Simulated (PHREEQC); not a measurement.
PHREEQC input (ion-association model, wateq4f.dat):

```
SOLUTION_SPECIES
  PO4-3 + 3H+ = H3PO4  # constants of phreeqc.dat
    -log_k 21.721
    -delta_h -10.1 kJ
  2 NO3- + 12 H+ + 10 e- = N2 + 6 H2O  # shut off: nitrate stays nitrate
    -log_k -100
    -delta_h 0
    -analytic -100
SOLUTION 1
  temp 25
  units mmol/kgw
  pH 7 charge
  F 19
  S(6) 12
  Cu(2) 12
  Cl 6.9
  K 6.9
SOLUTION 2
  temp 25
  units mmol/kgw
  pH 7 charge
  P 1.1
  Cl 56
  Zn 28
  N(5) 0.59
  K 0.59
END
SELECTED_OUTPUT 1
  -reset false
  -pH true
  -pe true
  -ionic_strength true
  -water true
  -totals Cl Cu F K N P S Zn Cu(1) Cu(2)
    N(5) N(3) N(0) N(-3) S(-2) S(6)
  -molalities H+ Cl- Cu+2 F- K+ NO3- PO4-3 SO4-2 Zn+2 HPO4-2
    H2PO4- NH3 KHPO4- KSO4- HSO4- H2S HS- S-2 O2 NH4+
    NH4SO4- OH- HF HF2- CuCl2- CuCl3-2 Cu+ CuCl+ CuCl2 CuCl3-
    CuCl4-2 CuF+ CuOH+ Cu(OH)2 Cu(OH)3- Cu(OH)4-2 Cu2(OH)2+2 CuSO4 Cu(HS)3- ZnCl+
    ZnCl2 ZnCl3- ZnCl4-2 ZnF+ ZnOH+ Zn(OH)2 Zn(OH)3- Zn(OH)4-2 ZnOHCl Zn(HS)2
    Zn(HS)3- ZnSO4 Zn(SO4)2-2 NO2- H2F2 H3PO4
  -equilibrium_phases Cu(OH)2 Brochantite Antlerite Atacamite Cu2(OH)3NO3 Cu3(PO4)2:3H2O Zn(OH)2-e Zn4(OH)6SO4 Zn5(OH)8Cl2 Zn3(PO4)2:4w
    Chalcanthite Goslarite CuF2:2H2O ZnF2
PRINT
  -reset false
MIX 1
  1 1
  2 0
EQUILIBRIUM_PHASES 1
  Cu(OH)2 0 0
  Brochantite 0 0
  Antlerite 0 0
  Atacamite 0 0
  Cu2(OH)3NO3 0 0
  Cu3(PO4)2:3H2O 0 0
  Zn(OH)2-e 0 0
  Zn4(OH)6SO4 0 0
  Zn5(OH)8Cl2 0 0
  Zn3(PO4)2:4w 0 0
  Chalcanthite 0 0
  Goslarite 0 0
  CuF2:2H2O 0 0
  ZnF2 0 0
  O2(g) -0.68 10
END
# ... the last block is repeated for the other 20 points of share of solution B
```

Selected output (columns that matter, 16 of 21 rows; share of solution B added in front):

```
share of solution B	pH	mu	Cl	Cu	F	K	N	P	S	Zn	m_H+	m_Cl-	m_Cu+2	m_F-
0	2.5534	0.04343	0.0069	0.012	0.019	0.0069	0	0	0.012	0	0.0032537	0.0068218	0.0085102	0.0039343
0.05	2.5573	0.044794	0.009355	0.0114	0.01805	0.0065845	2.95e-05	5.5e-05	0.0114	0.0014	0.003229	0.0092408	0.0082618	0.0037815
0.15	2.5673	0.047807	0.014265	0.0102	0.01615	0.0059535	8.85e-05	0.000165	0.0102	0.0042	0.0031653	0.014065	0.0076963	0.0034771
0.2	2.5735	0.049444	0.01672	0.0096	0.0152	0.005638	0.000118	0.00022	0.0096	0.0056	0.0031256	0.01647	0.0073802	0.0033245
0.25	2.5806	0.051157	0.019175	0.009	0.01425	0.0053225	0.0001475	0.000275	0.009	0.007	0.0030801	0.01887	0.0070426	0.0031711
0.35	2.5978	0.054787	0.024085	0.0078	0.01235	0.0046915	0.0002065	0.000385	0.0078	0.0098	0.0029704	0.023655	0.0063065	0.0028594
0.4	2.6081	0.056693	0.02654	0.0072	0.0114	0.004376	0.000236	0.00044	0.0072	0.0112	0.0029052	0.02604	0.0059099	0.0026999
0.45	2.6198	0.05865	0.028995	0.0066	0.01045	0.0040605	0.0002655	0.000495	0.0066	0.0126	0.0028324	0.02842	0.0054954	0.002537
0.55	2.6483	0.062701	0.033905	0.0054	0.00855	0.0034295	0.0003245	0.000605	0.0054	0.0154	0.0026611	0.033165	0.0046169	0.0021978
0.6	2.6657	0.064784	0.03636	0.0048	0.0076	0.003114	0.000354	0.00066	0.0048	0.0168	0.0025606	0.03553	0.0041546	0.0020194
0.65	2.6858	0.0669	0.038815	0.0042	0.00665	0.0027985	0.0003835	0.000715	0.0042	0.0182	0.0024486	0.03789	0.0036782	0.0018334
0.75	2.7372	0.071214	0.043725	0.003	0.00475	0.0021675	0.0004425	0.000825	0.003	0.021	0.0021822	0.042594	0.0026856	0.0014311
0.8	2.771	0.073402	0.04618	0.0024	0.0038	0.001852	0.000472	0.00088	0.0024	0.0224	0.002022	0.044939	0.0021709	0.0012092
0.85	2.8132	0.075603	0.048635	0.0018	0.00285	0.0015365	0.0005015	0.000935	0.0018	0.0238	0.0018374	0.047278	0.0016447	0.00096763
0.95	2.9469	0.080014	0.053545	0.0006	0.00095	0.0009055	0.0005605	0.001045	0.0006	0.0266	0.0013542	0.051941	0.00055909	0.00038735
1	3.0777	0.082185	0.056	0	0	0.00059	0.00059	0.0011	0	0.028	0.0010033	0.054263	0	0
```

Complexes and solids missing from the database can't appear. H3PO4, which wateq4f.dat lacks, is added to it with the constant of phreeqc.dat. The database has no phosphate complexes of Cu, Zn.
